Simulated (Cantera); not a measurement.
A closed system holds: 1 mol C, 0.52 mol H₂O, 18 mol N₂, at 2173 K and 1 atm.

Method: chemical equilibrium by Gibbs-energy minimisation in Cantera with the NASA 1993 tables (ideal gas, pure condensed phases). Candidate condensed phases: C, C₆H₆, C₇H₈, C₈H₁₈, H₂O; 136 gas species. Equilibrium is a limit: real reactors are often held back by kinetics, nucleation or transport.

### Question
What is the equilibrium state?

### Answer
```
Item                     Value
-------------------  ---------
x(N₂)                    0.943
x(CO)                   0.0273
x(H₂)                   0.0246
x(HCN)                 0.00420
x(H)                  0.000752
x(HNC)                0.000319
x(C₂H₂ (acetylene))    5.43e-5
x(C₂N₂)                7.65e-6
x(CN)                  4.34e-6
n(C(graphite))       0.391 mol
gas amount           19.05 mol
```
